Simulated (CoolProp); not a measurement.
The fluid at 298.15 K and 2.69 MPa is throttled through a valve to 1.52 MPa with no heat exchange. The same conditions are run with several fluids, on thermodynamics alone (safety and materials aside).

Values from CoolProp's reference Helmholtz-energy equation of state of each fluid (R125: Lemmon 2005; R113: Marx 1992; octamethylcyclotetrasiloxane (D4): Thol 2015; cis-2-butene: Lemmon 2005; R21: Platzer 1990). The equations of Platzer and Polt are older, rougher fits.

| fluid | temperature change (K) | final density (kg/m³) |
|---|---|---|
| R125 | [?] | [?] |
| R113 | +0.5 | [?] |
| octamethylcyclotetrasiloxane (D4) | +0.5 | 952 |
| cis-2-butene | +0.4 | [?] |
| R21 | +0.4 | [?] |

Task: What belongs in the gaps?

Result: 
- R125, temperature change (K): -0.4
- R125, final density (kg/m³): 1190
- R113, final density (kg/m³): 1570
- cis-2-butene, final density (kg/m³): 617
- R21, final density (kg/m³): 1370
